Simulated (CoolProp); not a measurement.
Properties of CHF3 (R23) along the isotherm -3.45 °C.

Model: reference Helmholtz-energy equation of state, Penoncello 2003, in CoolProp.

```json
[
 {"p (MPa)": "0.453", "phase": "gas", "speed of sound (m/s)": "190.3", "fugacity coefficient": "0.9517"},
 {"p (MPa)": "0.906", "phase": "gas", "speed of sound (m/s)": "183.1", "fugacity coefficient": "0.9038"},
 {"p (MPa)": "1.36", "phase": "gas", "speed of sound (m/s)": "175.0", "fugacity coefficient": "0.8560"},
 {"p (MPa)": "1.81", "phase": "gas", "speed of sound (m/s)": "165.5", "fugacity coefficient": "0.8084"},
 {"p (MPa)": "2.72", "phase": "liquid", "speed of sound (m/s)": "378.9", "fugacity coefficient": "0.6417"},
 {"p (MPa)": "3.17", "phase": "liquid", "speed of sound (m/s)": "388.5", "fugacity coefficient": "0.5578"},
 {"p (MPa)": "3.62", "phase": "liquid", "speed of sound (m/s)": "397.5", "fugacity coefficient": "0.4949"},
 {"p (MPa)": "4.08", "phase": "liquid", "speed of sound (m/s)": "406.3", "fugacity coefficient": "0.4450"},
 {"p (MPa)": "4.53", "phase": "liquid", "speed of sound (m/s)": "414.4", "fugacity coefficient": "0.4060"},
 {"p (MPa)": "4.98", "phase": "liquid", "speed of sound (m/s)": "422.2", "fugacity coefficient": "0.3740"},
 {"p (MPa)": "5.44", "phase": "liquid", "speed of sound (m/s)": "429.7", "fugacity coefficient": "0.3469"},
 {"p (MPa)": "5.89", "phase": "liquid", "speed of sound (m/s)": "436.9", "fugacity coefficient": "0.3245"},
 {"p (MPa)": "6.34", "phase": "liquid", "speed of sound (m/s)": "443.7", "fugacity coefficient": "0.3053"},
 {"p (MPa)": "6.79", "phase": "liquid", "speed of sound (m/s)": "450.3", "fugacity coefficient": "0.2887"},
 {"p (MPa)": "7.25", "phase": "liquid", "speed of sound (m/s)": "456.9", "fugacity coefficient": "0.2739"}
]
```
